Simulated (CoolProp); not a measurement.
A Linde-Hampson liquefier for normal hydrogen: isothermal reversible compression at 230 K from 1 atm to 15 MPa, throttling to 1 atm, return gas leaving the recuperator 5 K below the feed. Each further row changes one setting.

Model: reference Helmholtz-energy equation of state, Leachman 2009, in CoolProp.

```tsv
case	compression work (kJ/kg of gas)
as stated	4840
high pressure 30 MPa	5600
warm-end temperature 260 K	5460
warm-end gap 10 K	4840
```
